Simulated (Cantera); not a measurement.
A closed system holds: 1 mol Si₂Cl₆, 6.9 mol NH₃, 3.4 mol N₂, held at 0.000800 bar.

These are equilibrium values from Cantera (NASA tables, ideal gas, pure condensed phases), not measurements of a reactor. Candidate condensed phases: NH₄Cl, Si, Si₃N₄; 28 gas species. The feed counts by its element totals alone. Kinetics and transport are ignored.

Over these rows the condensed part is Si₃N₄(s). Partial pressures as log10 of bar:

| T (K) | 1000/T (1/K) | log p SiCl₄ | log p H₂ | log p N₂ | log p HCl | log p SiCl₂ |
|---|---|---|---|---|---|---|
| 1175 | 0.8511 | -5.80 | -3.50 | -3.63 | -3.61 | -6.20 |
| 1250 | 0.8000 | -5.92 | -3.50 | -3.63 | -3.62 | -5.52 |
| 1325 | 0.7547 | ? | -3.49 | -3.62 | -3.65 | -4.97 |
| 1400 | 0.7143 | -6.52 | -3.48 | -3.61 | -3.72 | -4.58 |
| 1475 | 0.6780 | -7.07 | -3.46 | -3.59 | -3.83 | -4.33 |
| 1550 | 0.6452 | -7.71 | -3.44 | -3.58 | -3.97 | -4.19 |

Fit log p(SiCl₄) = a + b·(1000/T) to the five rows, give the apparent enthalpy, and predict the row at 1325 K.

Means: 1000/T = 0.7377, log p = -6.604. Sxy = 0.261946, Sxx = 0.0294087, so b = 8.91 and a = -6.604 − (8.91)×0.7377 = -13.18.
Apparent enthalpy: −19.145 × (8.91) = -171 kJ/mol. With the condensed phases at unit activity, 2/3 N₂(g) + 2 SiCl₂(g) = SiCl₄(g) + 1/3 Si₃N₄(s) links this pressure to the main gases: over the six rows their terms move log p by +4.05 in all, so the slope isn't that reaction's ΔH° alone. The five rows lie within 0.30 of the line; that is curvature, so one enthalpy describes this range poorly.
Prediction at 1325 K: -13.18 + (8.91)×0.7547 = -6.46. The computed value is -6.14, 0.32 from the line.
